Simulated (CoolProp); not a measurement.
Vapour-liquid equilibrium of CHF3 (R23) (1) + CH2F2 (R32) (2) at 182.1 K; x and y are mole fractions of (1).

Model: multi-fluid Helmholtz-energy mixture model, Penoncello 2003 and Tillner-Roth 1997; pair parameters Bell 2016, in CoolProp.

### Question
Give the bubble pressure and the first vapour's composition at x = 0.05, 0.35, 0.65. Is there an azeotrope?

### Answer
x = 0.05: 10.78 kPa, y = 0.279; x = 0.35: 26.29 kPa, y = 0.794; x = 0.65: 41.18 kPa, y = 0.926. No azeotrope shows between x = 0.05 and 0.95.

Pair parameters are fitted to limited data, so mixtures are less certain than the pure fluids.
